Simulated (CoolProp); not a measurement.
Vapour-liquid equilibrium of R1234yf (1) + R1234ze(E) (2) at 0.384 MPa; x and y are mole fractions of (1).

Values from CoolProp's multi-fluid Helmholtz-energy mixture model, Lemmon 2022 and Thol 2016; pair parameters Bell 2022.

| x | bubble temperature (K) | y at the bubble point | dew temperature at overall composition x (K) | liquid density (mol/L) |
|---|---|---|---|---|
| 0.05 | 289.1 | 0.069 | 289.3 | 10.43 |
| 0.2 | 287.1 | 0.256 | 287.7 | 10.39 |
| 0.35 | 285.4 | 0.423 | 286.1 | 10.36 |
| 0.5 | 283.8 | 0.574 | 284.6 | 10.31 |
| 0.65 | 282.3 | 0.713 | 283.0 | 10.27 |
| 0.8 | 280.9 | 0.842 | 281.3 | 10.22 |
| 0.95 | 279.5 | 0.962 | 279.6 | 10.17 |

No azeotrope shows between x = 0.05 and 0.95.

Pair parameters are fitted to limited data, so mixtures are less certain than the pure fluids.
